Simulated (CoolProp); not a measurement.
Computed with CoolProp (reference Helmholtz-energy equation of state, Akasaka 2022).

Q: For R1233zd(E), give the phase and the cp (kJ/(kg K)), isothermal compressibility (1/MPa) at 185.1 K and 101 kPa; 192.8 K and 101 kPa; 238.5 K and 101 kPa.

A: 
- 185.1 K and 101 kPa: liquid; cp 0.991, isothermal compressibility 0.000720
- 192.8 K and 101 kPa: liquid; cp 1.00, isothermal compressibility 0.000770
- 238.5 K and 101 kPa: liquid; cp 1.07, isothermal compressibility 0.00119
